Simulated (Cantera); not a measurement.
Cantera run, input and output.

```python
import numpy as np
import cantera as ct

gas = ct.Solution("h2o2.yaml")
gas.TPX = 425, 101325, {'H2': 1, 'O2': 0.75, 'N2': 3.55}
inlet = ct.Reservoir(gas, clone=True)
gas.equilibrate("HP")  # start burning
reactor = ct.IdealGasConstPressureReactor(gas, energy="on", clone=False)
exhaust = ct.Reservoir(gas, clone=True)
tau = [0.21, 0.07, 0.023, 0.0077, 0.0026, 0.00085, 0.00028, 9.5e-05, 3.2e-05, 1e-05][0]
for a, b in ((inlet, reactor), (reactor, exhaust)):
    ct.MassFlowController(a, b, mdot=lambda t: reactor.mass / tau)
net = ct.ReactorNet([reactor])
show = ['H2', 'O2', 'O', 'H2O2', 'HO2', 'H2O']

rows = []
print(f"{'tau/s':>10s}{'T/K':>9s}" + "".join(f"{s:>11s}" for s in show))
for tau in [0.21, 0.07, 0.023, 0.0077, 0.0026, 0.00085, 0.00028, 9.5e-05, 3.2e-05, 1e-05]:
    net.initial_time = 0.0
    net.advance(30 * tau)
    before = gas.X
    net.advance(40 * tau)
    drift = np.max(np.abs(gas.X - before) / (gas.X + 1e-9))
    rows.append([gas.T, *gas[show].X, drift])
    print(f"{tau:10.3e}{gas.T:9.1f}" + "".join(f"{x:11.3e}" for x in gas[show].X))
```

It prints:

```
     tau/s      T/K         H2         O2          O       H2O2        HO2        H2O
 2.100e-01   1855.0  2.309e-04  5.173e-02  1.171e-04  8.494e-08  1.211e-06  2.072e-01
 7.000e-02   1850.4  4.374e-04  5.164e-02  2.183e-04  1.231e-07  1.901e-06  2.066e-01
 2.300e-02   1841.6  8.837e-04  5.154e-02  4.404e-04  1.891e-07  3.395e-06  2.056e-01
 7.700e-03   1825.4  1.774e-03  5.149e-02  8.889e-04  2.915e-07  6.176e-06  2.038e-01
 2.600e-03   1795.5  3.449e-03  5.166e-02  1.743e-03  4.517e-07  1.080e-05  2.005e-01
 8.500e-04   1739.1  6.447e-03  5.237e-02  3.282e-03  7.462e-07  1.778e-05  1.948e-01
 2.800e-04   1644.4  1.108e-02  5.422e-02  5.502e-03  1.396e-06  2.685e-05  1.859e-01
 9.500e-05   1505.7  1.829e-02  5.838e-02  7.559e-03  3.011e-06  3.883e-05  1.728e-01
 3.200e-05   1282.0  4.399e-02  7.324e-02  6.134e-03  6.609e-06  6.610e-05  1.420e-01
 1.000e-05    425.0  1.887e-01  1.415e-01 -3.949e-20 -8.665e-20 -1.194e-18 -9.326e-17
```

Detailed kinetics in Cantera: the H2/O2 subset of GRI-Mech 3.0, which has no nitrogen chemistry.
